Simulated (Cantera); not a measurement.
Premixed flame

A freely propagating, adiabatic, planar premixed flame of 5.96 % CH4, 0.483 % C2H6, 14.8 % O2, 55.6 % N2, 22.7 % H2O, 0.465 % CO2, equivalence ratio 0.92, unburnt at 598 K and 7.80 atm; mixture-averaged transport, grid criteria slope 0.08 and curve 0.16, no radiation.

Model: GRI-Mech 3.0 (53 species, 325 reactions), integrated in Cantera. Burning velocities carry a grid error of a few per cent, more on coarse grids.

```json
[
 {"z (mm)": "-0.661", "T (K)": "600", "u (m/s)": "0.173", "x CH4": "0.0594", "x C2H6": "0.00482", "x O2": "0.148", "x CH2": "<1e-8", "x H2": "0.000741", "x NO": "<1e-8"},
 {"z (mm)": "-0.441", "T (K)": "610", "u (m/s)": "0.176", "x CH4": "0.0588", "x C2H6": "0.00481", "x O2": "0.147", "x CH2": "<1e-8", "x H2": "0.00154", "x NO": "<1e-8"},
 {"z (mm)": "-0.331", "T (K)": "639", "u (m/s)": "0.184", "x CH4": "0.0572", "x C2H6": "0.00475", "x O2": "0.144", "x CH2": "<1e-8", "x H2": "0.00235", "x NO": "<1e-8"},
 {"z (mm)": "-0.220", "T (K)": "754", "u (m/s)": "0.218", "x CH4": "0.0513", "x C2H6": "0.00445", "x O2": "0.135", "x CH2": "<1e-8", "x H2": "0.00359", "x NO": "2.08e-8"},
 {"z (mm)": "-0.110", "T (K)": "1130", "u (m/s)": "0.330", "x CH4": "0.0321", "x C2H6": "0.00272", "x O2": "0.0994", "x CH2": "<1e-8", "x H2": "0.00524", "x NO": "3.74e-7"},
 {"z (mm)": "-0.0551", "T (K)": "1452", "u (m/s)": "0.425", "x CH4": "0.0152", "x C2H6": "0.000938", "x O2": "0.0655", "x CH2": "1.48e-7", "x H2": "0.00605", "x NO": "1.37e-6"},
 {"z (mm)": "0", "T (K)": "1757", "u (m/s)": "0.512", "x CH4": "0.00182", "x C2H6": "2.75e-5", "x O2": "0.0318", "x CH2": "4.90e-6", "x H2": "0.00545", "x NO": "2.73e-6"},
 {"z (mm)": "0.0551", "T (K)": "1885", "u (m/s)": "0.546", "x CH4": "1.87e-5", "x C2H6": "<1e-8", "x O2": "0.0184", "x CH2": "3.73e-7", "x H2": "0.00317", "x NO": "4.13e-6"},
 {"z (mm)": "0.110", "T (K)": "1929", "u (m/s)": "0.558", "x CH4": "1.70e-7", "x C2H6": "<1e-8", "x O2": "0.0149", "x CH2": "<1e-8", "x H2": "0.00195", "x NO": "4.82e-6"},
 {"z (mm)": "0.220", "T (K)": "1958", "u (m/s)": "0.565", "x CH4": "<1e-8", "x C2H6": "<1e-8", "x O2": "0.0130", "x CH2": "<1e-8", "x H2": "0.000932", "x NO": "5.38e-6"},
 {"z (mm)": "0.441", "T (K)": "1971", "u (m/s)": "0.569", "x CH4": "<1e-8", "x C2H6": "<1e-8", "x O2": "0.0122", "x CH2": "<1e-8", "x H2": "0.000414", "x NO": "5.84e-6"},
 {"z (mm)": "0.882", "T (K)": "1974", "u (m/s)": "0.569", "x CH4": "<1e-8", "x C2H6": "<1e-8", "x O2": "0.0121", "x CH2": "<1e-8", "x H2": "0.000289", "x NO": "6.43e-6"},
 {"z (mm)": "1.76", "T (K)": "1974", "u (m/s)": "0.569", "x CH4": "<1e-8", "x C2H6": "<1e-8", "x O2": "0.0120", "x CH2": "<1e-8", "x H2": "0.000278", "x NO": "7.54e-6"}
]
```
x: mole fraction of selected species; z is measured from the peak of heat release.

| Property | Result |
|---|---|
| laminar burning velocity | 17.2 cm/s |
| thermal thickness | 0.220 mm |
| peak x(CH2) | 5.05e-6 |
| peak x(H2) | 0.00615 |
| grid points | 135 |
